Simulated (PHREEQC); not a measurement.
Consider water at 20 °C with 0.029 mol/kgw KCl. It is in equilibrium with CO2 at log p = -1 (atm). Otherwise closed; pH follows from the charge balance.

The numbers come from PHREEQC with the ion-association model, phreeqc.dat.

```tsv
quantity	before	after
pH	4.39	1.95
ionic strength (mol/kgw)	0.0290	0.0420
HCO3- (mol/kgw)	4.64e-5	1.72e-7
(CO2)2 (mol/kgw)	2.36e-7	2.35e-7
SI of Sylvite (KCl)	-4.09	-4.12
```

**Question.** What was changed between the two runs?
A) KCl from 0.029 to 0.0145 mol/kgw
B) temperature from 20 to 25 °C
C) temperature from 20 to 90 °C
D) KCl from 0.029 to 0.0261 mol/kgw
E) 0.013 mol/kgw HBr added

**Answer.** E, 0.013 mol/kgw HBr added

Precipitation was switched off in this run.
